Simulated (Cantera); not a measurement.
Thermodynamics of abatement and gas-phase synthesis, feed NH3 + SO2 + N2 + CO2

A closed system holds: 1 mol NH3, 0.028 mol SO2, 0.24 mol N2, 0.00052 mol CO2, held at 1.00 bar.

Method: chemical equilibrium by Gibbs-energy minimisation in Cantera with the NASA 1993 tables (ideal gas, pure condensed phases). Candidate condensed phases: C, C6H6, C7H8, C8H18, H2O, H2SO4, S; 150 gas species. Rates play no part.

```json
[
 {"T (K)": "1600", "x H2": "0.632", "x N2": "0.330", "x H": "4.32e-5", "x H2O": "0.0252", "x H2S": "0.0122", "x S": "1.01e-6"},
 {"T (K)": "1750", "x H2": "0.632", "x N2": "0.330", "x H": "0.000185", "x H2O": "0.0252", "x H2S": "0.0116", "x S": "7.02e-6"},
 {"T (K)": "1900", "x H2": "0.632", "x N2": "0.330", "x H": "0.000631", "x H2O": "0.0252", "x H2S": "0.0106", "x S": "3.40e-5"},
 {"T (K)": "2050", "x H2": "0.632", "x N2": "0.329", "x H": "0.00180", "x H2O": "0.0251", "x H2S": "0.00903", "x S": "0.000121"},
 {"T (K)": "2200", "x H2": "0.630", "x N2": "0.329", "x H": "0.00447", "x H2O": "0.0250", "x H2S": "0.00726", "x S": "0.000335"},
 {"T (K)": "2350", "x H2": "0.626", "x N2": "0.327", "x H": "0.00987", "x H2O": "0.0248", "x H2S": "0.00554", "x S": "0.000754"},
 {"T (K)": "2500", "x H2": "0.619", "x N2": "0.325", "x H": "0.0198", "x H2O": "0.0244", "x H2S": "0.00403", "x S": "0.00143"},
 {"T (K)": "2650", "x H2": "0.606", "x N2": "0.322", "x H": "0.0365", "x H2O": "0.0238", "x H2S": "0.00280", "x S": "0.00236"},
 {"T (K)": "2800", "x H2": "0.585", "x N2": "0.317", "x H": "0.0626", "x H2O": "0.0229", "x H2S": "0.00186", "x S": "0.00343"},
 {"T (K)": "2950", "x H2": "0.554", "x N2": "0.311", "x H": "0.101", "x H2O": "0.0216", "x H2S": "0.00118", "x S": "0.00451"},
 {"T (K)": "3100", "x H2": "0.512", "x N2": "0.302", "x H": "0.152", "x H2O": "0.0197", "x H2S": "0.000716", "x S": "0.00546"}
]
```
x: gas mole fraction; nothing condenses.

From 1600 K to 3100 K nothing is condensed. The main C-bearing gas is CO throughout.
